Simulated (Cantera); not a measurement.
A closed system holds: 1 mol PbCl₂, 0.18 mol H₂, held at 625 K and 0.0100 bar.

Cantera equilibrium calculation (NASA polynomials, part measured and part estimated; ideal gas, pure solids and liquids). Candidate condensed phases: Pb, PbCl₂; 10 gas species. The tables' values for PbCl₄ are old estimates; treat these amounts as uncertain. Rates play no part.

Base state: H₂ 0.988, HCl 0.0115, PbCl₄ 0.000785, PbCl₂ 5.09e-5 (mole fractions); condensed: Pb(l) + PbCl₂(s).

**Question.** What changes in the equilibrium state with this change: temperature from 625 K to 1900 K?

**Answer.** 
```csv
species,before,after
PbCl,6.88e-7,0.307
PbCl₂,5.09e-5,0.278
HCl,0.0115,0.224
H₂,0.988,7.88e-5
Cl,<1e-9,0.151
Pb,2.33e-9,0.0366
Cl₂,<1e-9,0.000939
H,<1e-9,7.05e-5
PbCl₄,0.000785,0.00146
"Pb(l), mol",0.00119,0
"PbCl₂(s), mol",0.999,0
```
